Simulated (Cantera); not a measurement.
## Moist CO burnout

An isothermal, constant-pressure homogeneous reactor starts with CO : O2 : H2O : N2 = 0.0052 : 0.02 : 0.0066 : 1 (molar parts), at 1125 K and 9.87 atm.

Computed with Cantera and GRI-Mech 3.0 (53 species, 325 reactions).

```
t (s)         x CO    x O2    x H2O     x HO2      x H2      x NO
--------  --------  ------  -------  --------  --------  --------
0.000100   0.00504  0.0194  0.00640  5.86e-10  4.10e-12    <1e-12
0.000285   0.00504  0.0194  0.00640   4.07e-9  3.30e-11    <1e-12
0.000811   0.00504  0.0194  0.00640   2.26e-8  2.56e-10    <1e-12
0.00231    0.00504  0.0194  0.00640   1.73e-7   3.29e-9    <1e-12
0.00658    0.00500  0.0194  0.00639   2.91e-6   2.83e-7    <1e-12
0.0187     0.00462  0.0192  0.00639   3.70e-6   3.19e-6  1.10e-11
0.0534     0.00370  0.0187  0.00639   3.36e-6   5.46e-6  8.03e-11
0.152      0.00211  0.0179  0.00640   2.48e-6   3.59e-6  3.39e-10
0.433     0.000661  0.0172  0.00641   1.21e-6   1.03e-6  6.31e-10
1.23      0.000108  0.0170  0.00641   3.43e-7   1.67e-7  6.64e-10
3.51       6.67e-6  0.0169  0.00641   3.87e-8   1.40e-8   1.77e-9
10.0      1.37e-10  0.0169  0.00641  3.72e-10  3.66e-11   7.87e-9
```
x: mole fraction; the columns are a selection and need not sum to one.

Equilibrium at this temperature and pressure: CO 3.28e-11, O2 0.0169, H2O 0.00641, HO2 3.75e-10, H2 3.79e-11, NO 3.36e-5 (gas phase only).
